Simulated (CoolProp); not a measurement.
Vapour-liquid equilibrium of R22 (1) + R142b (2) at 321.7 K; x and y are mole fractions of (1).

Model: multi-fluid Helmholtz-energy mixture model, Kamei 1995 and Lemmon 2006; pair parameters Bell 2016, in CoolProp.

```
x     bubble pressure (MPa)  y at the bubble point  dew pressure at overall composition x (MPa)  liquid density (mol/L)
----  ---------------------  ---------------------  -------------------------------------------  ----------------------
0.05                 0.7101                  0.108                                       0.6807                   10.53
0.2                  0.8668                  0.359                                       0.7609                   10.85
0.35                  1.027                  0.542                                       0.8601                   11.17
0.5                   1.198                  0.686                                       0.9858                   11.51
0.65                  1.382                  0.802                                        1.151                   11.85
0.8                   1.584                  0.898                                        1.378                   12.19
0.95                  1.803                  0.977                                        1.720                   12.50
```

No azeotrope shows between x = 0.05 and 0.95.

The pair parameters rest on a limited set of measurements; away from them the model extrapolates.
